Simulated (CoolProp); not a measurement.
A closed Brayton cycle with carbon dioxide: compressor inlet 331.15 K and 7.8 MPa, high pressure 14.5 MPa, turbine inlet 885 K, compressor efficiency 0.89, turbine efficiency 0.9, recuperator effectiveness 0.8 (on enthalpy, no pinch check). Each further row changes one setting.

Computed with CoolProp (reference Helmholtz-energy equation of state, Span 1996).

```
case                           thermal efficiency (%)  net work (kJ/kg)  compressor to turbine work  compressor exit (K)  turbine exit (K)
-----------------------------  ----------------------  ----------------  --------------------------  -------------------  ----------------
as stated                                        24.8              58.6                        0.35                385.0             806.8
turbine inlet 835 K                              24.2               [?]                        0.37                385.0               [?]
compressor inlet 341.15 K                        24.4               [?]                         [?]                  [?]             806.8
high pressure 12.3 MPa                            [?]               [?]                        0.34                  [?]             827.2
recuperator effectiveness 0.5                    15.3              58.6                        0.35                385.0             806.8
```

Question: Complete the blanks.

Answer: 
- turbine inlet 835 K, net work (kJ/kg): 53.1
- turbine inlet 835 K, turbine exit (K): 759.7
- compressor inlet 341.15 K, net work (kJ/kg): 55.4
- compressor inlet 341.15 K, compressor to turbine work: 0.39
- compressor inlet 341.15 K, compressor exit (K): 397.2
- high pressure 12.3 MPa, thermal efficiency (%): 21.0
- high pressure 12.3 MPa, net work (kJ/kg): 44.4
- high pressure 12.3 MPa, compressor exit (K): 370.3
